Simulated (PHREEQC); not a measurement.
Consider water at 25 °C with 0.027 mol/kgw HF, 0.035 mol/kgw NH4F, 1.4e-05 mol/kgw H4SiO4 and 0.0015 mol/kgw HCl. Closed to the air; pH follows from the charge balance.

All values are PHREEQC results (ion-association model, phreeqc.dat), not measurements.

```csv
quantity,before,after
pH,3.19,4.45
ionic strength (mol/kgw),0.0357,0.116
F- (mol/kgw),0.0312,0.0334
HF (mol/kgw),0.0247,0.00130
HF2- (mol/kgw),0.00297,0.000166
NH3 (mol/kgw),2.56e-8,1.02e-6
SI of Quartz (SiO2),-9.06,-0.81
```

### Question
Which change was made?
A. 0.0024 mol/kgw NaHCO3 added
B. HF from 0.027 to 0.0054 mol/kgw
C. HF left out
D. diluted 10-fold with water
E. HF replaced by (NH4)2SiF6 at the same molality

### Answer
E, HF replaced by (NH4)2SiF6 at the same molality

This is a speciation only: nothing precipitates in the calculation. SiF6-2 is the database's only silicon fluoride.
